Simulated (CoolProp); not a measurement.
A closed Brayton cycle with dry air: compressor inlet 307.15 K and 2.2 MPa, high pressure 6.26 MPa, turbine inlet 655 K, compressor efficiency 0.89, turbine efficiency 0.9, recuperator effectiveness 0.95 (on enthalpy, no pinch check). Each further row changes one setting.

Computed with CoolProp (reference Helmholtz-energy equation of state, Lemmon 2000). It is a pseudo-pure fit of the blend.

| case | thermal efficiency (%) | net work (kJ/kg) | compressor to turbine work | compressor exit (K) | turbine exit (K) |
|---|---|---|---|---|---|
| as stated | 21.1 | 34.5 | 0.78 | 428.0 | 507.3 |
| turbine inlet 605 K | [?] | [?] | 0.85 | 428.0 | 467.3 |
| compressor inlet 317.15 K | 18.7 | 30.4 | 0.81 | 441.7 | 507.3 |
| high pressure 5.32 MPa | 24.0 | 34.5 | 0.74 | [?] | 527.9 |
| recuperator effectiveness 0.5 | 17.2 | 34.5 | 0.78 | 428.0 | 507.3 |

Task: Fill in the missing entries.

Result: 
- turbine inlet 605 K, thermal efficiency (%): 15.0
- turbine inlet 605 K, net work (kJ/kg): 22.3
- high pressure 5.32 MPa, compressor exit (K): 406.8
